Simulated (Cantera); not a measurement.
A perfectly stirred reactor is fed with CH4 : CO2 = 1 : 2.9 (molar parts), at 1.01 bar; it is held at 1723 K, and followed from long to short residence time.

Computed with Cantera and GRI-Mech 3.0 (53 species, 325 reactions).

Problem. What does this change do: CH4 1 to 0.38 parts?

Solution. 
```json
[
 {"quantity": "x(CH4) at τ = 23.0 s", "before": "0.00178", "after": "0.000282"},
 {"quantity": "x(CO2) at τ = 23.0 s", "before": "0.153", "after": "0.469"},
 {"quantity": "x(H2O) at τ = 23.0 s", "before": "0.173", "after": "0.155"},
 {"quantity": "x(CH2O) at τ = 23.0 s", "before": "3.18e-7", "after": "4.98e-7"},
 {"quantity": "x(HCO) at τ = 23.0 s", "before": "2.73e-8", "after": "6.81e-9"},
 {"quantity": "x(CH4) at τ = 0.120 s", "before": "0.0302", "after": "0.0131"},
 {"quantity": "x(CO2) at τ = 0.120 s", "before": "0.305", "after": "0.582"},
 {"quantity": "x(H2O) at τ = 0.120 s", "before": "0.197", "after": "0.134"},
 {"quantity": "x(CH2O) at τ = 0.120 s", "before": "1.67e-5", "after": "3.77e-5"},
 {"quantity": "x(HCO) at τ = 0.120 s", "before": "2.62e-8", "after": "2.13e-8"}
]
```

Problem. What does this change do: CO2 2.9 to 11 parts?

Solution. 
```csv
quantity,before,after
x(CH4) at τ = 23.0 s,0.00178,0.000165
x(CO2) at τ = 23.0 s,0.153,0.589
x(H2O) at τ = 23.0 s,0.173,0.126
x(CH2O) at τ = 23.0 s,3.18e-7,5.58e-7
x(HCO) at τ = 23.0 s,2.73e-8,3.38e-9
x(CH4) at τ = 0.120 s,0.0302,0.00957
x(CO2) at τ = 0.120 s,0.305,0.678
x(H2O) at τ = 0.120 s,0.197,0.105
x(CH2O) at τ = 0.120 s,1.67e-5,4.38e-5
x(HCO) at τ = 0.120 s,2.62e-8,1.80e-8
```

Problem. What does this change do: CH4 1 to 1.7 parts?

Solution. 
```json
[
 {"quantity": "x(CH4) at τ = 23.0 s", "before": "0.00178", "after": "0.00416"},
 {"quantity": "x(CO2) at τ = 23.0 s", "before": "0.153", "after": "0.0523"},
 {"quantity": "x(H2O) at τ = 23.0 s", "before": "0.173", "after": "0.109"},
 {"quantity": "x(CH2O) at τ = 23.0 s", "before": "3.18e-7", "after": "1.98e-7"},
 {"quantity": "x(HCO) at τ = 23.0 s", "before": "2.73e-8", "after": "3.95e-8"},
 {"quantity": "x(CH4) at τ = 0.120 s", "before": "0.0302", "after": "0.0455"},
 {"quantity": "x(CO2) at τ = 0.120 s", "before": "0.305", "after": "0.183"},
 {"quantity": "x(H2O) at τ = 0.120 s", "before": "0.197", "after": "0.202"},
 {"quantity": "x(CH2O) at τ = 0.120 s", "before": "1.67e-5", "after": "8.51e-6"},
 {"quantity": "x(HCO) at τ = 0.120 s", "before": "2.62e-8", "after": "2.61e-8"}
]
```
